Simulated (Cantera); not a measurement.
## Abatement and gas-phase synthesis: HF + O2 + H2

Input: 1 mol HF, 0.43 mol O2, 4.5 mol H2, at 19.0 mbar.

Cantera equilibrium calculation (NASA polynomials, part measured and part estimated; ideal gas, pure solids and liquids). Candidate condensed phases: H2O; 22 gas species. Rates play no part.

```
T (°C)  log p H2  log p HF  log p H2O  log p H
------  --------  --------  ---------  -------
450        -1.90     -2.46      -2.53     <-13
650        -1.90     -2.46      -2.53   -10.56
850        -1.90     -2.46      -2.53    -8.32
1050       -1.90     -2.46      -2.53    -6.75
1250       -1.90     -2.46      -2.53    -5.59
1450       -1.90     -2.46      -2.53    -4.69
1650       -1.90     -2.46      -2.53    -3.98
1850       -1.91     -2.47      -2.53    -3.40
2050       -1.94     -2.48      -2.55    -2.93
```
log p: log10 of the partial pressure in bar; nothing condenses.

From 450 °C to 2050 °C nothing is condensed.
